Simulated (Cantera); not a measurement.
# Thermodynamics of abatement and gas-phase synthesis, feed SO2 + H2

A closed system holds: 1 mol SO2, 0.69 mol H2, held at 1150 K and 10000 Pa.

Equilibrium computed with Cantera from the NASA thermochemical tables; the gas is ideal and each condensed phase is pure. Candidate condensed phases: H2O, H2SO4, S; 19 gas species. Gases not in the tables: S3 to S7. Equilibrium is a limit: real reactors are often held back by kinetics, nucleation or transport.

```yaml
x(SO2): 0.443
x(H2O): 0.433
x(S2): 0.0964
x(H2S): 0.0181
x(H2): 0.00557
x(S2O): 0.00355
x(SO): 0.000293
x(SH): 6.12e-5
gas_amount: 1.512 mol
log10 activity of S(l) (absent): -1.72
```
